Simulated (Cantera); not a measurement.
Input (Python, Cantera) and output of one run.

```python
import numpy as np
import cantera as ct

gas_names = [...]  # 113 gases of nasa_gas.yaml made of C, Cu, H, O
cond_names = """
    C(gr) C6H6(L) C7H8(L) C8H18(L),n-octa Cu(cr) Cu(L) CuO(s) CuO2H2(s) Cu2O(s) Cu2O(L) H2O(s) H2O(L)
""".split()


# ... load() reads the species with a 1 bar reference pressure and builds the phases ...
atoms = {
    'Cu2O': {'Cu': 2, 'O': 1},
    'CH4': {'C': 1, 'H': 4},
    'H2': {'H': 2},
}
top_T = {'C(gr)': 4500, 'CuO(s)': 1390}  # K; cautious upper limits of use, not melting points


# ... equilibrate(T, P, feed) seeds the gas with the atoms and calls Mixture.equilibrate('TP', solver="vcs", rtol=1e-11, max_steps=5000) ...
results = []
feed = {'Cu2O': 1, 'CH4': 3.3, 'H2': 9.8}  # mol
for P in [10, 36, 130, 460, 1700, 6000, 22000, 77000, 280000, 1000000]:
    for T in [1798, 1873, 1948, 2023, 2098, 2173, 2248, 2323, 2398, 2473, 2548]:
        mix = equilibrate(T, P, feed)
        results.append((T, P, feed, dict(zip(mix.species_names, mix.species_moles))))

for T, P, feed, n in results:
    print(f"{T:7g} {P:10.4g}  " + (" + ".join(c for c in cond_names if n.get(c, 0) > 1e-12) or "gas only"))
```

Result:

```
   1798         10  C(gr)
   1873         10  C(gr)
   1948         10  C(gr)
   2023         10  C(gr)
   2098         10  C(gr)
   2173         10  C(gr)
   2248         10  C(gr)
   2323         10  C(gr)
   2398         10  C(gr)
   2473         10  C(gr)
   2548         10  C(gr)
   1798         36  C(gr)
   1873         36  C(gr)
   1948         36  C(gr)
   2023         36  C(gr)
   2098         36  C(gr)
   2173         36  C(gr)
   2248         36  C(gr)
   2323         36  C(gr)
   2398         36  C(gr)
   2473         36  C(gr)
   2548         36  C(gr)
   1798        130  C(gr)
   1873        130  C(gr)
   1948        130  C(gr)
   2023        130  C(gr)
   2098        130  C(gr)
   2173        130  C(gr)
   2248        130  C(gr)
   2323        130  C(gr)
   2398        130  C(gr)
   2473        130  C(gr)
   2548        130  C(gr)
   1798        460  C(gr)
   1873        460  C(gr)
   1948        460  C(gr)
   2023        460  C(gr)
   2098        460  C(gr)
   2173        460  C(gr)
   2248        460  C(gr)
   2323        460  C(gr)
   2398        460  C(gr)
   2473        460  C(gr)
   2548        460  C(gr)
   1798       1700  C(gr) + Cu(L)
   1873       1700  C(gr) + Cu(L)
   1948       1700  C(gr)
   2023       1700  C(gr)
   2098       1700  C(gr)
   2173       1700  C(gr)
   2248       1700  C(gr)
   2323       1700  C(gr)
   2398       1700  C(gr)
   2473       1700  C(gr)
   2548       1700  C(gr)
   1798       6000  C(gr) + Cu(L)
   1873       6000  C(gr) + Cu(L)
   1948       6000  C(gr) + Cu(L)
   2023       6000  C(gr) + Cu(L)
   2098       6000  C(gr)
   2173       6000  C(gr)
   2248       6000  C(gr)
   2323       6000  C(gr)
   2398       6000  C(gr)
   2473       6000  C(gr)
   2548       6000  C(gr)
   1798    2.2e+04  C(gr) + Cu(L)
   1873    2.2e+04  C(gr) + Cu(L)
   1948    2.2e+04  C(gr) + Cu(L)
   2023    2.2e+04  C(gr) + Cu(L)
   2098    2.2e+04  C(gr) + Cu(L)
   2173    2.2e+04  C(gr) + Cu(L)
   2248    2.2e+04  C(gr)
   2323    2.2e+04  C(gr)
   2398    2.2e+04  C(gr)
   2473    2.2e+04  C(gr)
   2548    2.2e+04  C(gr)
   1798    7.7e+04  C(gr) + Cu(L)
   1873    7.7e+04  C(gr) + Cu(L)
   1948    7.7e+04  C(gr) + Cu(L)
   2023    7.7e+04  C(gr) + Cu(L)
   2098    7.7e+04  C(gr) + Cu(L)
   2173    7.7e+04  C(gr) + Cu(L)
   2248    7.7e+04  C(gr) + Cu(L)
   2323    7.7e+04  C(gr) + Cu(L)
   2398    7.7e+04  C(gr)
   2473    7.7e+04  C(gr)
   2548    7.7e+04  C(gr)
   1798    2.8e+05  C(gr) + Cu(L)
   1873    2.8e+05  C(gr) + Cu(L)
   1948    2.8e+05  C(gr) + Cu(L)
   2023    2.8e+05  C(gr) + Cu(L)
   2098    2.8e+05  C(gr) + Cu(L)
   2173    2.8e+05  C(gr) + Cu(L)
   2248    2.8e+05  C(gr) + Cu(L)
   2323    2.8e+05  C(gr) + Cu(L)
   2398    2.8e+05  C(gr) + Cu(L)
   2473    2.8e+05  C(gr) + Cu(L)
   2548    2.8e+05  C(gr) + Cu(L)
   1798      1e+06  C(gr) + Cu(L)
   1873      1e+06  C(gr) + Cu(L)
   1948      1e+06  C(gr) + Cu(L)
   2023      1e+06  C(gr) + Cu(L)
   2098      1e+06  C(gr) + Cu(L)
   2173      1e+06  C(gr) + Cu(L)
   2248      1e+06  C(gr) + Cu(L)
   2323      1e+06  C(gr) + Cu(L)
   2398      1e+06  C(gr) + Cu(L)
   2473      1e+06  C(gr) + Cu(L)
   2548      1e+06  C(gr) + Cu(L)
```

Equilibrium computed with Cantera from the NASA thermochemical tables; the gas is ideal and each condensed phase is pure.
